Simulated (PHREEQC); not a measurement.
Dissolve 19 mmol/kgw NH4HSO4 and 6.7 mmol/kgw (NH4)2CO3 at 25 °C. Closed to the air; pH follows from the charge balance.

Equilibrium calculation in PHREEQC: ion-association model, phreeqc.dat.

Question: The ionic strength comes out as 0.0475 mol/kgw. What activity coefficients do NH4+, NH4SO4-, HCO3-, HSO4-, SO4-2 get?

Answer: NH4+ 0.81, NH4SO4- 0.82, HCO3- 0.83, HSO4- 0.82, SO4-2 0.47.

Precipitation was switched off in this run. Species that the database lacks are ignored.
